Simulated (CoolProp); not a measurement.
The numbers come from the reference Helmholtz-energy equation of state, Akasaka 2024 in CoolProp.

Problem. For R1132(E), give the phase and the cv (kJ/(kg K)), speed of sound (m/s), Joule-Thomson coefficient (K/MPa), fugacity coefficient at 393.7 K and 4.44 MPa.

Solution. 
- 393.7 K and 4.44 MPa: gas; cv 1.04, speed of sound 205, Joule-Thomson coefficient 8.01, fugacity coefficient 0.813
